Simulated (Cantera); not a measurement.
# Thermodynamics of carbon deposition, reforming and gasification, feed CH4 + H2O

A closed system holds: 1 mol CH4, 0.38 mol H2O, equilibrated at 21.0 bar.

Equilibrium computed with Cantera from the NASA thermochemical tables; the gas is ideal and each condensed phase is pure. Candidate condensed phases: C, C6H6, C7H8, C8H18, H2O; 110 gas species. The numbers say what is thermodynamically allowed, not how fast it happens.

```
T (°C)  log p H2  log p CO  log p CH4  log p H2O  log p CO2  log p C2H2 (acetylene)  log p H  n C(graphite)
------  --------  --------  ---------  ---------  ---------  ----------------------  -------  -------------
1152        1.23      0.46       0.03      -0.83      -1.95                   -4.23    -4.55          0.506
1202        1.23      0.46      -0.07      -0.99      -2.15                   -3.94    -4.27          0.526
1252        1.24      0.46      -0.16      -1.14      -2.34                   -3.68    -4.01          0.543
1302        1.24      0.46      -0.26      -1.28      -2.52                   -3.43    -3.76          0.556
1352        1.25      0.46      -0.34      -1.42      -2.69                   -3.20    -3.53          0.566
1402        1.25      0.46      -0.42      -1.54      -2.85                   -2.99    -3.31          0.575
1452        1.25      0.46      -0.50      -1.66      -2.99                   -2.79    -3.11          0.581
1502        1.25      0.46      -0.58      -1.78      -3.13                   -2.60    -2.91          0.587
1552        1.25      0.46      -0.65      -1.88      -3.26                   -2.42    -2.73          0.591
1602        1.25      0.46      -0.71      -1.98      -3.39                   -2.25    -2.56          0.594
1652        1.25      0.46      -0.78      -2.08      -3.50                   -2.09    -2.39          0.597
```
log p: log10 of the partial pressure in bar; n: condensed amount in mol.

From 1152 °C to 1652 °C the condensed part is C(graphite). The main C-bearing gas is CO throughout. The share of C in condensed phases is highest at 1652 °C (59.7 %) and lowest at 1152 °C (50.6 %).
